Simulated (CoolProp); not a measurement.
Properties of isobutane along the isobar 10500 kPa (Tc = 407.8 K, pc = 3629 kPa, ω = 0.184).

The numbers come from the reference Helmholtz-energy equation of state, Bücker 2006 in CoolProp.

```
T (K)          phase  density (kg/m³)  cp (kJ/(kg K))  Joule-Thomson coefficient (K/MPa)
-----  -------------  ---------------  --------------  ---------------------------------
197.6         liquid            667.4           1.942                            -0.5597
225.7         liquid            641.1           2.038                            -0.5101
253.8         liquid            614.1           2.146                            -0.4521
281.9         liquid            586.0           2.268                            -0.3823
310           liquid            556.4           2.406                            -0.2951
338.2         liquid            524.6           2.560                            -0.1794
366.3         liquid            489.8           2.735                           -0.01599
394.4         liquid            450.5           2.938                             0.2345
422.5  supercritical            405.0           3.179                             0.6477
450.6  supercritical            351.3           3.456                              1.347
478.8  supercritical            291.6           3.650                              2.291
506.9  supercritical            238.6           3.588                              2.864
535    supercritical            200.4           3.451                              2.875
```
